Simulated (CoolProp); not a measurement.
A closed Brayton cycle with carbon dioxide: compressor inlet 328.15 K and 9 MPa, high pressure 29.8 MPa, turbine inlet 995 K, compressor efficiency 0.85, turbine efficiency 0.9, recuperator effectiveness 0.9 (on enthalpy, no pinch check). Each further row changes one setting.

Model: reference Helmholtz-energy equation of state, Span 1996, in CoolProp.

```json
[
 {"case": "as stated", "thermal efficiency (%)": "39.0", "net work (kJ/kg)": "127", "compressor to turbine work": "0.33", "compressor exit (K)": "426.0", "turbine exit (K)": "834.6"},
 {"case": "turbine inlet 945 K", "thermal efficiency (%)": "37.6", "net work (kJ/kg)": "116", "compressor to turbine work": "0.35", "compressor exit (K)": "426.0", "turbine exit (K)": "790.0"},
 {"case": "compressor inlet 338.15 K", "thermal efficiency (%)": "37.9", "net work (kJ/kg)": "119", "compressor to turbine work": "0.38", "compressor exit (K)": "444.9", "turbine exit (K)": "834.6"},
 {"case": "high pressure 25.3 MPa", "thermal efficiency (%)": "37.9", "net work (kJ/kg)": "113", "compressor to turbine work": "0.32", "compressor exit (K)": "412.2", "turbine exit (K)": "855.7"},
 {"case": "recuperator effectiveness 0.5", "thermal efficiency (%)": "24.6", "net work (kJ/kg)": "127", "compressor to turbine work": "0.33", "compressor exit (K)": "426.0", "turbine exit (K)": "834.6"}
]
```
